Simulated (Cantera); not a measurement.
Input (Python, Cantera):

```python
import numpy as np
import cantera as ct

gas = ct.Solution("gri30.yaml")
gas.TPX = 1100, 500000, {'C3H8': 1, 'O2': 6.1, 'N2': 22.9}
reactor = ct.IdealGasReactor(gas, energy="on", clone=False)
net = ct.ReactorNet([reactor])
net.rtol, net.atol = 1e-08, 1e-16
show = ['C3H8', 'O2', 'HO2', 'CH2', 'CO2', 'NO']
times = np.geomspace(7e-06, 1, 14)

steps = ct.SolutionArray(gas, extra=["t"])
rows = []
print(f"{'t/s':>10s}{'T/K':>9s}{'P/Pa':>11s}" + "".join(f"{s:>11s}" for s in show))
for t in times:
    while net.time < t:
        t_next = net.step()
        steps.append(gas.state, t=t_next)
    rows.append([np.interp(t, steps.t, y) for y in (steps.T, steps.P, *steps(*show).X.T)])
    print(f"{t:10.3e}{rows[-1][0]:9.1f}{rows[-1][1]:11.4g}" + "".join(f"{x:11.3e}" for x in rows[-1][2:]))
rate = np.gradient(steps.T, steps.t)
print("integrator steps:", len(steps.t))
if steps.T.max() > steps.T[0] + 200:
    print(f"time of steepest temperature rise: {steps.t[rate.argmax()]:.4e} s")
gas.TPX = 1100, 500000, {'C3H8': 1, 'O2': 6.1, 'N2': 22.9}
gas.equilibrate("UV")
print(f"equilibrium (UV): T = {gas.T:.1f} K  " + "  ".join(f"{s} {gas[s].X[0]:.3e}" for s in show))
```

Result:

```
       t/s      T/K       P/Pa       C3H8         O2        HO2        CH2        CO2         NO
 7.000e-06   1100.0      5e+05  3.333e-02  2.033e-01  6.324e-08  3.427e-17  2.735e-15  3.517e-22
 1.744e-05   1100.0      5e+05  3.333e-02  2.033e-01  1.625e-07  2.134e-16  3.999e-14  1.365e-21
 4.347e-05   1100.0      5e+05  3.333e-02  2.033e-01  3.920e-07  1.599e-15  6.968e-13  6.640e-21
 1.083e-04   1100.0      5e+05  3.333e-02  2.033e-01  8.464e-07  1.504e-14  1.513e-11  4.850e-20
 2.699e-04   1100.0      5e+05  3.332e-02  2.033e-01  1.301e-06  1.329e-13  3.599e-10  6.135e-19
 6.726e-04   1100.0      5e+05  3.328e-02  2.033e-01  1.232e-06  3.066e-13  3.642e-09  4.900e-18
 1.676e-03   1100.1  5.001e+05  3.316e-02  2.032e-01  1.379e-06  3.646e-13  1.487e-08  1.867e-17
 4.177e-03   1100.4  5.004e+05  3.281e-02  2.031e-01  1.891e-06  5.276e-13  5.656e-08  6.754e-17
 1.041e-02   1102.7  5.022e+05  3.146e-02  2.022e-01  4.238e-06  1.721e-12  5.251e-07  4.394e-16
 2.593e-02   2840.1  1.359e+06  3.114e-42  3.476e-02  1.664e-05  1.006e-14  7.528e-02  1.515e-02
 6.463e-02   2840.1  1.359e+06  3.114e-42  3.476e-02  1.664e-05  1.006e-14  7.528e-02  1.515e-02
 1.610e-01   2840.1  1.359e+06  3.114e-42  3.476e-02  1.664e-05  1.006e-14  7.528e-02  1.515e-02
 4.013e-01   2840.1  1.359e+06  3.114e-42  3.476e-02  1.664e-05  1.006e-14  7.528e-02  1.515e-02
 1.000e+00   2840.1  1.359e+06  3.114e-42  3.476e-02  1.664e-05  1.006e-14  7.528e-02  1.515e-02
integrator steps: 2448
time of steepest temperature rise: 1.7896e-02 s
equilibrium (UV): T = 2840.1 K  C3H8 5.272e-42  O2 3.476e-02  HO2 1.664e-05  CH2 1.193e-14  CO2 7.528e-02  NO 1.515e-02
```

Computed with Cantera and GRI-Mech 3.0 (53 species, 325 reactions). GRI-Mech 3.0 was tuned for natural gas; its chemistry of propane as a main component is partial and can be far from experiment.
